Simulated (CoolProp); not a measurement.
Fluorine along the isotherm -113.35 °C: Z from the reference equation and from simpler models built on Tc = -128.7 °C, pc = 52.40 bar, ω = 0.045; each cubic takes its own stable root.

The numbers come from the reference Helmholtz-energy equation of state, de Reuck 1990 in CoolProp.

| p (bar) | phase | reference |
|---|---|---|
| 0.632 | gas | 0.9971 |
| 0.928 | gas | 0.9958 |
| 1.36 | gas | 0.9938 |
| 2 | gas | 0.9909 |
| 2.94 | gas | 0.9866 |
| 4.31 | gas | 0.9802 |
| 6.32 | gas | 0.9707 |
| 9.28 | gas | 0.9563 |
| 13.6 | gas | 0.9348 |
| 20 | gas | 0.9015 |
| 29.4 | gas | 0.8495 |
| 43.1 | gas | 0.7667 |
| 63.2 | supercritical | 0.6230 |
| 92.8 | supercritical | 0.4188 |
| 136 | supercritical | 0.4468 |
| 200 | supercritical | 0.5728 |

**Question.** How far does each simpler model (Soave-Redlich-Kwong, Peng-Robinson) lie from the reference over these 16 states: mean and median of the absolute difference, and the worst?

**Answer.** 
- Soave-Redlich-Kwong: mean 1.4 %, median 0.2 %, worst +8.8 % at -113.35 °C and 92.8 bar
- Peng-Robinson: mean 1.5 %, median 1.0 %, worst -5.3 % at -113.35 °C and 200 bar
